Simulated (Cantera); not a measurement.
Feed: 1 mol PbO, 0.43 mol H₂, held at 725 K and 0.100 bar.

Cantera equilibrium calculation (NASA polynomials, part measured and part estimated; ideal gas, pure solids and liquids). Candidate condensed phases: H₂O, Pb, PbO, PbO₂, Pb₃O₄; 12 gas species. Kinetics and transport are ignored.

Question: What is the equilibrium state?

Answer: x(H₂O): 1.000
x(H₂): 4.22e-5
n(Pb(l)): 0.430 mol
n(PbO(red)): 0.570 mol
gas amount: 0.4300 mol
log10 activity of Pb₃O₄(s) (absent): -10.80
log10 activity of PbO₂(s) (absent): -11.65
